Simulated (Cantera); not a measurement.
What does this Cantera script print?

```python
import numpy as np
import cantera as ct

gas_names = """
    Br Br2 H HBr H2 Si SiBr SiBr2 SiBr3 SiBr4 SiH SiHBr3 SiH2 SiH2Br2 SiH3 SiH3Br SiH4 Si2 Si3
""".split()
cond_names = """
    Br2(cr) Br2(L) Si(cr) Si(L)
""".split()


# ... load() reads the species with a 1 bar reference pressure and builds the phases ...
atoms = {
    'Si': {'Si': 1},
    'Br2': {'Br': 2},
    'H2': {'H': 2},
}
top_T = {}  # K; cautious upper limits of use, not melting points


# ... equilibrate(T, P, feed) seeds the gas with the atoms and calls Mixture.equilibrate('TP', solver="vcs", rtol=1e-11, max_steps=5000) ...
results = []
feed = {'Si': 1, 'Br2': 3.4, 'H2': 0.11}  # mol
T = 1275  # K
P = 1000  # Pa
mix = equilibrate(T, P, feed)
results.append((T, P, feed, dict(zip(mix.species_names, mix.species_moles))))
x = sorted(zip(gas.X, gas.species_names), reverse=True)
print(f"T = {T:g} K  P = {P:g} Pa  gas = {mix.phase_moles(0):.4g} mol")
print("   x: " + "  ".join(f"{s} {v:.3e}" for v, s in x if v > 0.0001))
print("   condensed (mol): " + ("  ".join(f"{mix.phase(i).name} {mix.phase_moles(i):.4g}"
      for i in range(1, mix.n_phases) if mix.phase_moles(i) > 1e-12) or "none"))
```

Output:

```
T = 1275 K  P = 1000 Pa  gas = 3.063 mol
   x: Br 3.609e-01  SiBr4 3.263e-01  Br2 2.408e-01  HBr 7.182e-02  SiBr3 1.640e-04
   condensed (mol): none
```

Equilibrium computed with Cantera from the NASA thermochemical tables; the gas is ideal and each condensed phase is pure. The tables' values for SiBr3 are old estimates; treat these amounts as uncertain.
